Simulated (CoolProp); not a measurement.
Vapour-liquid equilibrium of p-xylene (1) + n-nonane (2) at 390.5 K; x and y are mole fractions of (1).

Computed with CoolProp (multi-fluid Helmholtz-energy mixture model, Zhou 2012 and Lemmon 2006; pair parameters Bell 2016).

**Question.** Give the bubble pressure and the first vapour's composition at x = 0.35, 0.425, 0.875. Is there an azeotrope?

**Answer.** x = 0.35: 0.04494 MPa, y = 0.439; x = 0.425: 0.04625 MPa, y = 0.516; x = 0.875: 0.05374 MPa, y = 0.908. No azeotrope shows between x = 0.05 and 0.95.

The pair parameters rest on a limited set of measurements; away from them the model extrapolates.
